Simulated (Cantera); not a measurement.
A closed system holds: 1 mol SiO2, 170 mol H2, 1.3 mol H2O, held at 12.0 Pa.

These are equilibrium values from Cantera (NASA tables, ideal gas, pure condensed phases), not measurements of a reactor. Candidate condensed phases: H2O, Si, SiO2; 18 gas species. The tables hold silica as quartz up to 1696 K and as liquid above; real silica turns to tridymite and cristobalite and melts near 1996 K. Rates play no part.

x: gas mole fraction; n: condensed amount in mol.

```
T (K)   x H2       x H    x H2O     x SiO      x OH       x O    x SiO2  n SiO2(α-quartz)  n SiO2(β-quartz)
-----  -----  --------  -------  --------  --------  --------  --------  ----------------  ----------------
823    0.992  6.67e-10  0.00759    <1e-12    <1e-12    <1e-12    <1e-12              1.00                 0
923    0.992   2.22e-8  0.00759    <1e-12    <1e-12    <1e-12    <1e-12                 0              1.00
1023   0.992         …  0.00759         …         …    <1e-12    <1e-12                 0              1.00
1123   0.992   3.87e-6  0.00759  7.82e-10  1.52e-10    <1e-12    <1e-12                 0              1.00
1223   0.992         …  0.00759         …         …    <1e-12    <1e-12                 0             1.000
1323   0.992  0.000144  0.00759   5.51e-6   1.60e-8  2.20e-12  3.09e-11                 0             0.999
1423   0.991  0.000604  0.00776  0.000174   1.03e-7  5.61e-11   1.36e-9                 0             0.970
1523   0.985   0.00209   0.0102   0.00265   6.69e-7   1.22e-9   3.64e-8                 0             0.544
1623   0.975   0.00623   0.0133   0.00579   3.56e-6   1.87e-8   1.34e-7                 0                 0
1723   0.965    0.0164   0.0132   0.00576   1.23e-5   1.65e-7   1.67e-7                 0                 0
1823   0.943    0.0384   0.0131   0.00569   3.70e-5   1.16e-6   2.05e-7                 0                 0
1923   0.900    0.0816   0.0127   0.00557   9.91e-5   6.70e-6   2.45e-7                 0                 0
```

Problem. Complete the blanks.

Solution. 
- 1223, x H: 2.73e-5
- 1223, x SiO: 9.51e-8
- 1223, x OH: 1.88e-9
- 1023, x H: 3.76e-7
- 1023, x SiO: 2.46e-12
- 1023, x OH: 7.57e-12
